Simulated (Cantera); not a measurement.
Input: 1 mol SiCl₄, 1.7 mol Cl₂, 9.4 mol H₂, 3.2 mol HCl, held at 673 K and 488 Torr.

Method: chemical equilibrium by Gibbs-energy minimisation in Cantera with the NASA 1993 tables (ideal gas, pure condensed phases). Candidate condensed phases: Si; 19 gas species. The numbers say what is thermodynamically allowed, not how fast it happens.

Base state: H₂ 0.503, HCl 0.431, SiCl₄ 0.0653 (mole fractions); condensed: gas only.

Q: What changes in the equilibrium state with this change: temperature from 673 K to 1123 K?

A: 
| species | before | after |
|---|---|---|
| H₂ | 0.503 | 0.502 |
| HCl | 0.431 | 0.433 |
| SiCl₄ | 0.0653 | 0.0639 |
| SiCl₃ | <1e-9 | 0.000158 |
| SiHCl₃ | 9.64e-6 | 0.00127 |
The tables' values for SiCl₃ are old estimates; treat these amounts as uncertain.
